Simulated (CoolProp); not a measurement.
Vapour-liquid equilibrium of n-hexane (1) + ethylbenzene (2) at 397.6 K; x and y are mole fractions of (1).

Model: multi-fluid Helmholtz-energy mixture model, Thol 2019 and Zhou 2012; pair parameters Bell 2016, in CoolProp.

| x | bubble pressure, mixture model (MPa) | bubble pressure, Raoult's law (MPa) | y, mixture model | y, Raoult's law |
|---|---|---|---|---|
| 0.05 | 0.09700 | 0.09162 | 0.274 | 0.241 |
| 0.2 | ___ | 0.1470 | 0.617 | 0.602 |
| 0.35 | 0.2181 | 0.2023 | 0.756 | 0.765 |
| 0.5 | 0.2700 | 0.2577 | 0.838 | 0.858 |
| 0.65 | ___ | 0.3130 | ___ | 0.918 |
| 0.8 | 0.3704 | 0.3683 | 0.944 | 0.960 |
| 0.95 | 0.4235 | 0.4237 | ___ | 0.991 |

Task: Some entries are withheld; supply them.

Result: 
- 0.2, bubble pressure, mixture model (MPa): 0.1614
- 0.65, bubble pressure, mixture model (MPa): 0.3200
- 0.65, y, mixture model: 0.896
- 0.95, y, mixture model: 0.986

The largest gap from Raoult's law is +9.8 % in bubble pressure, at x = 0.2. No azeotrope shows between x = 0.05 and 0.95.

The pair parameters rest on a limited set of measurements; away from them the model extrapolates.
